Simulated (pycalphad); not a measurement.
An equivalent pycalphad script:

```python
from pycalphad import Database, equilibrium, calculate, variables as v
import numpy as np
db = Database('COST507.tdb')
comps = ['HF', 'B', 'VA']
phases = ['B2M', 'BCC_A2', 'BETA_RHOMBO_B', 'BM', 'HCP_A3', 'LIQUID']
eq = equilibrium(db, comps, phases, {v.X('B'): 0.946, v.T: np.arange(3900, 499, -100), v.P: 101325, v.N: 1}, output=['HM', 'SM'])
```

Source of the numbers: pycalphad with the COST 507 light-alloy database (1999); pressure 1 atm. The data set is of 1999 and partly superseded. Phase fractions are per mole of atoms. Diffusion is slow at the low end, where real alloys seldom reach equilibrium.

Results at three of the temperatures:

```
T = 3400.00 K, P = 101325 Pa, N = 1 mol of atoms
G = -181430 J/mol, H = 126293 J/mol, S = 90.51 J/(mol K)  (SER reference)
chemical potentials (J/mol): Hf -586745, B -158293
phase             fraction      x(Hf)       x(B)
LIQUID              1.0000     0.0540     0.9460
```

```
T = 3000.00 K, P = 101325 Pa, N = 1 mol of atoms
G = -146013 J/mol, H = 113461 J/mol, S = 86.49 J/(mol K)  (SER reference)
chemical potentials (J/mol): Hf -521851, B -124560
phase             fraction      x(Hf)       x(B)
LIQUID              1.0000     0.0540     0.9460
```

```
T = 2900.00 K, P = 101325 Pa, N = 1 mol of atoms
G = -137418 J/mol, H = 110253 J/mol, S = 85.40 J/(mol K)  (SER reference)
chemical potentials (J/mol): Hf -505983, B -116380
phase             fraction      x(Hf)       x(B)
LIQUID              1.0000     0.0540     0.9460
```

Changes of the phase set, refined by bisection:

| T (°C) | phases above | phases below |
|---|---|---|
| 2535.9 | liquid | B2M + liquid |
| 2064.8 | B2M + liquid | B2M + β-boron |

Database names, with the compositions (at.%) that they take in these runs: B2M: B 67 Hf 33.
